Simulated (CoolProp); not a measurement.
Saturation properties of c-C4F8 (RC318).

Computed with CoolProp (reference Helmholtz-energy equation of state, Platzer 1990). This equation is an older, rougher fit; its heat capacities, sound speeds and derivatives of the liquid may be far off and weren't checked against measurements.

```json
[
 {"T (°C)": "-29.45", "p (kPa)": "34.20", "liquid density (kg/m³)": "1696", "vapour Z": "0.9808", "liquid viscosity (µPa s)": "867", "liquid conductivity (mW/(m K))": "77.3"},
 {"T (°C)": "-22.25", "p (kPa)": "48.99", "liquid density (kg/m³)": "1671", "vapour Z": "0.9747", "liquid viscosity (µPa s)": "763", "liquid conductivity (mW/(m K))": "76.0"},
 {"T (°C)": "-15.05", "p (kPa)": "68.49", "liquid density (kg/m³)": "1647", "vapour Z": "0.9674", "liquid viscosity (µPa s)": "675", "liquid conductivity (mW/(m K))": "74.5"},
 {"T (°C)": "-7.85", "p (kPa)": "93.69", "liquid density (kg/m³)": "1622", "vapour Z": "0.9587", "liquid viscosity (µPa s)": "599", "liquid conductivity (mW/(m K))": "73.0"},
 {"T (°C)": "-0.65", "p (kPa)": "125.7", "liquid density (kg/m³)": "1596", "vapour Z": "0.9486", "liquid viscosity (µPa s)": "534", "liquid conductivity (mW/(m K))": "71.4"},
 {"T (°C)": "6.55", "p (kPa)": "165.5", "liquid density (kg/m³)": "1570", "vapour Z": "0.9370", "liquid viscosity (µPa s)": "478", "liquid conductivity (mW/(m K))": "69.8"},
 {"T (°C)": "13.75", "p (kPa)": "214.6", "liquid density (kg/m³)": "1542", "vapour Z": "0.9237", "liquid viscosity (µPa s)": "428", "liquid conductivity (mW/(m K))": "68.0"},
 {"T (°C)": "20.95", "p (kPa)": "274.0", "liquid density (kg/m³)": "1514", "vapour Z": "0.9086", "liquid viscosity (µPa s)": "385", "liquid conductivity (mW/(m K))": "66.2"},
 {"T (°C)": "28.15", "p (kPa)": "345.2", "liquid density (kg/m³)": "1485", "vapour Z": "0.8917", "liquid viscosity (µPa s)": "346", "liquid conductivity (mW/(m K))": "64.4"}
]
```

It boils at -6.0 °C under 1 atm.

Viscosity comes from a separate model (Huber 2003), an estimate that may be off by 10 % or more. Thermal conductivity comes from a separate model (Huber 2003), an estimate that may be off by 10 % or more.
